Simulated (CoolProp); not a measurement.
Cyclopropane along the isobar 221 bar: density (kg/m³) from the reference equation and from simpler models built on Tc = 398.7 K, pc = 56.05 bar, ω = 0.131; each cubic takes its own stable root.

The numbers come from the reference Helmholtz-energy equation of state, Polt 1992 in CoolProp. This equation is an older, rougher fit; its heat capacities, sound speeds and derivatives of the liquid may be far off and weren't checked against measurements.

| T (K) | phase | reference | Redlich-Kwong | Peng-Robinson |
|---|---|---|---|---|
| 309.6 | liquid | 642.7 | 595.5 | 676.2 |
| 323.3 | liquid | 625.5 | 579.1 | 657.3 |
| 337 | liquid | ___ | 562.2 | ___ |
| 350.7 | liquid | 589.6 | 544.8 | 616.4 |
| 364.4 | liquid | ___ | 526.8 | ___ |
| 378.1 | liquid | ___ | 508.4 | 571.1 |
| 391.8 | liquid | 530.9 | 489.4 | 546.8 |
| 405.5 | supercritical | 509.9 | ___ | ___ |
| 419.2 | supercritical | 488.0 | ___ | 495.3 |

### Question
Some entries are withheld; supply them.

### Answer

- 337, reference: 607.8
- 337, Peng-Robinson: 637.4
- 364.4, reference: 570.7
- 364.4, Peng-Robinson: 594.3
- 378.1, reference: 551.2
- 405.5, Redlich-Kwong: 470.0
- 405.5, Peng-Robinson: 521.5
- 419.2, Redlich-Kwong: 450.2
